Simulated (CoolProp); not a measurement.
Computed with CoolProp (reference Helmholtz-energy equation of state, Lemmon 2016).

Question: For R115, give the phase and the density (kg/m³), cp (kJ/(kg K)), Joule-Thomson coefficient (K/MPa), isothermal compressibility (1/MPa) at 358.5 K and 1110 kPa.

Answer: 
- 358.5 K and 1110 kPa: gas; density 65.5, cp 0.849, Joule-Thomson coefficient 9.66, isothermal compressibility 1.04
